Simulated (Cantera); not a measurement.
Feed: 1 mol Si3N4, 0.11 mol N2O, 5.1 mol H2, 0.29 mol O2, equilibrated at 278 Torr.

Method: chemical equilibrium by Gibbs-energy minimisation in Cantera with the NASA 1993 tables (ideal gas, pure condensed phases). Candidate condensed phases: H2O, Si, SiO2, Si2N2O, Si3N4; 35 gas species. Mutual solubility and eutectic melting of coexisting phases are not modelled. The numbers say what is thermodynamically allowed, not how fast it happens. All values below are at 1477 °C.

Base state: H2 0.937, N2 0.0625, H 0.000370, SiO 0.000216 (mole fractions); condensed: Si2N2O(s) + Si3N4(s).

Question: What changes in the equilibrium state with this change: O2 from 0.29 to 0.043 mol?

Answer: 
| species | before | after |
|---|---|---|
| H2 | 0.937 | 0.966 |
| N2 | 0.0625 | 0.0333 |
| H | 0.000370 | 0.000376 |
| SiO | 0.000216 | 0.000266 |
| Si2N2O(s), mol | 0.689 | 0.195 |
| Si3N4(s), mol | 0.540 | 0.870 |
